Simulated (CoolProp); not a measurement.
1-butene along the isobar 1.85 MPa: fugacity coefficient from the reference equation and from simpler models built on Tc = 419.3 K, pc = 4.006 MPa, ω = 0.192; each cubic takes its own stable root.

The numbers come from the reference Helmholtz-energy equation of state, Lemmon 2005 in CoolProp. It is a short technical equation, of lower accuracy than the large ones.

```
T (K)   phase  reference  van der Waals  Redlich-Kwong  Soave-Redlich-Kwong  Peng-Robinson
-----  ------  ---------  -------------  -------------  -------------------  -------------
325.4  liquid     0.3119         0.6089         0.3863               0.3195         0.3125
329.3  liquid     0.3399         0.6369         0.4166               0.3484         0.3405
333.2  liquid     0.3693         0.6652         0.4481               0.3788         0.3700
337.1  liquid     0.4002         0.6939         0.4807               0.4107         0.4009
340.9  liquid     0.4317         0.7222         0.5135               0.4432         0.4325
344.8  liquid     0.4655              ?         0.5483               0.4780         0.4662
348.7  liquid     0.5006         0.7812         0.5840               0.5141         0.5013
352.6  liquid     0.5372         0.7914         0.6206               0.5516         0.5378
356.5  liquid     0.5750         0.7970         0.6580               0.5904         0.5755
360.4  liquid     0.6142         0.8024         0.6962               0.6304         0.6144
364.3  liquid     0.6545         0.8076         0.7351               0.6715         0.6544
368.2  liquid     0.6960         0.8126         0.7744               0.7137              ?
372.1  liquid     0.7386         0.8174         0.7825               0.7567         0.7373
379.8     gas     0.7808         0.8263         0.7952                    ?         0.7739
383.7     gas          ?         0.8306         0.8012               0.7956         0.7808
```

Q: Fill in the missing entries.

A: 
- 344.8, van der Waals: 0.7516
- 368.2, Peng-Robinson: 0.6954
- 379.8, Soave-Redlich-Kwong: 0.7888
- 383.7, reference: 0.7884

At some of these states van der Waals, Redlich-Kwong gives the other phase, because its saturation line lies elsewhere.
